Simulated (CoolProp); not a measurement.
Saturation properties of toluene.

The numbers come from the reference Helmholtz-energy equation of state, Lemmon 2006 in CoolProp. It is a short technical equation, of lower accuracy than the large ones.

```tsv
T (K)	p (MPa)	vapour viscosity (µPa s)	liquid conductivity (mW/(m K))
344.4	0.02847	7.96	118
348.3	0.03278	8.05	117
352.3	0.03774	8.13	115
356.2	0.04314	8.22	114
360.2	0.04930	8.30	113
364.1	0.05597	8.38	112
368.1	0.06355	8.47	111
372	0.07169	8.55	110
```

It boils at 383.7 K under 1 atm.

Viscosity comes from a separate model (Avgeri 2015). Thermal conductivity comes from a separate model (Assael 2012).
